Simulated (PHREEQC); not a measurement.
Solution (25 °C): 2.8 mmol/kgw CuCl2, 0.33 mmol/kgw HCl and 1.3 mmol/kgw FeCl3. Closed to the air; pH follows from the charge balance.

The numbers come from PHREEQC with the ion-association model, phreeqc.dat.

The pH is 2.88 and the ionic strength is 0.0144 mol/kgw. The total alkalinity is -2.93 meq/kg.

| species | molality | activity | log γ |
|---|---|---|---|
| Cl- | 0.00974 | 0.00862 | -0.053 |
| Cu+2 | 0.00275 | 0.00175 | -0.198 |
| H+ | 0.00147 | 0.00133 | -0.045 |
| FeOH+2 | 0.000773 | 0.000483 | -0.204 |
| Fe+3 | 0.000253 | 9.93e-5 | -0.406 |
| Fe(OH)2+ | 0.000135 | 0.000120 | -0.050 |
| CuCl+ | 4.58e-5 | 4.05e-5 | -0.053 |
| Fe2(OH)2+4 | 4.32e-5 | 6.28e-6 | -0.838 |
| FeCl+2 | 4.14e-5 | 2.59e-5 | -0.204 |
| Fe3(OH)4+5 | 3.22e-6 | 1.58e-7 | -1.309 |

This is a speciation only: nothing precipitates in the calculation. Examples of supersaturated solids here: Hematite (slow to form), Goethite (slow to form). Others may be too.
